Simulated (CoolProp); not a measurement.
Values from CoolProp's reference Helmholtz-energy equation of state, Lemmon 2006. It is a short technical equation, of lower accuracy than the large ones.

Problem. For C3F8 (R218), give the phase and the speed of sound (m/s), Prandtl number at 403 K and 3.23 MPa; 177.9 K and 1.91 MPa; 398.8 K and 0.0816 MPa.

Solution. 
- 403 K and 3.23 MPa: supercritical; speed of sound 106, Prandtl number 0.915
- 177.9 K and 1.91 MPa: liquid; speed of sound 818, Prandtl number 16.6
- 398.8 K and 0.0816 MPa: gas; speed of sound 135, Prandtl number 0.732

Viscosity comes from a separate model (Huber 2003), an estimate that may be off by 10 % or more. Thermal conductivity comes from a separate model (Huber 2003), an estimate that may be off by 10 % or more.
